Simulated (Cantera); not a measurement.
A Cantera script and its output.

```python
import numpy as np
import cantera as ct

gas = ct.Solution("gri30.yaml")
gas.TPX = 675, 1000000, {'CH4': 1, 'C2H6': 0.06, 'O2': 2.23, 'N2': 8.39}
flame = ct.FreeFlame(gas, width=0.008)
flame.set_refine_criteria(ratio=3, slope=0.08, curve=0.16)
flame.transport_model = "mixture-averaged"
flame.solve(loglevel=0, auto=True)
z, T = flame.grid, flame.T
thick = (T[-1] - T[0]) / np.gradient(T, z).max()
show = ['CH4', 'C2H6', 'O2', 'CH2O', 'O', 'CO2']
print(f"laminar burning velocity  {flame.velocity[0] * 100:.3f} cm/s")
print(f"burnt temperature         {T[-1]:.1f} K")
print(f"thermal thickness         {thick * 1e3:.4f} mm")
print(f"grid points               {len(z)}")
z0 = z[flame.heat_release_rate.argmax()]
print(f"{'z/mm':>9s}{'T/K':>9s}{'u/(m/s)':>9s}" + "".join(f"{s:>11s}" for s in show))
rows = []
for k in (-3, -2, -1.5, -1, -0.5, -0.25, 0, 0.25, 0.5, 1, 2, 4, 8):
    zz = z0 + k * thick
    rows.append([k * thick, np.interp(zz, z, T), np.interp(zz, z, flame.velocity),
                 *(np.interp(zz, z, flame.X[gas.species_index(s)]) for s in show)])
    print(f"{rows[-1][0] * 1e3:9.3f}{rows[-1][1]:9.1f}{rows[-1][2]:9.3f}" + "".join(f"{x:11.3e}" for x in rows[-1][3:]))
```

It prints:

```
laminar burning velocity  75.985 cm/s
burnt temperature         2479.3 K
thermal thickness         0.0551 mm
grid points               136
     z/mm      T/K  u/(m/s)        CH4       C2H6         O2       CH2O          O        CO2
   -0.165    676.2    0.762  8.541e-02  5.130e-03  1.906e-01  1.312e-06  1.936e-14  3.542e-06
   -0.110    681.4    0.769  8.486e-02  5.118e-03  1.899e-01  8.545e-06  4.498e-13  2.399e-05
   -0.083    697.5    0.789  8.356e-02  5.089e-03  1.884e-01  3.815e-05  1.429e-11  1.132e-04
   -0.055    783.0    0.891  7.781e-02  4.910e-03  1.808e-01  2.604e-04  3.072e-09  8.683e-04
   -0.028   1195.7    1.378  5.260e-02  3.486e-03  1.418e-01  1.490e-03  2.890e-06  7.598e-03
   -0.014   1608.7    1.868  2.746e-02  1.548e-03  9.869e-02  1.550e-03  5.322e-05  1.822e-02
    0.000   2005.8    2.338  5.422e-03  8.154e-05  5.198e-02  5.548e-04  4.770e-04  3.536e-02
    0.014   2184.2    2.536  2.500e-04  1.471e-07  2.778e-02  6.098e-05  1.462e-03  5.265e-02
    0.028   2259.7    2.610  6.483e-06  1.065e-10  1.992e-02  2.220e-06  1.675e-03  6.348e-02
    0.055   2343.1    2.691  1.013e-08  6.479e-16  1.477e-02  4.748e-09  1.242e-03  7.255e-02
    0.110   2415.0    2.762  7.199e-13  1.113e-22  1.118e-02  3.264e-10  7.444e-04  7.828e-02
    0.220   2460.0    2.806  5.944e-15  1.176e-27  8.850e-03  2.001e-10  4.762e-04  8.192e-02
    0.441   2476.6    2.822  9.941e-16  2.035e-29  7.914e-03  1.584e-10  3.917e-04  8.345e-02
```

Computed with Cantera and GRI-Mech 3.0 (53 species, 325 reactions). Burning velocities carry a grid error of a few per cent, more on coarse grids.
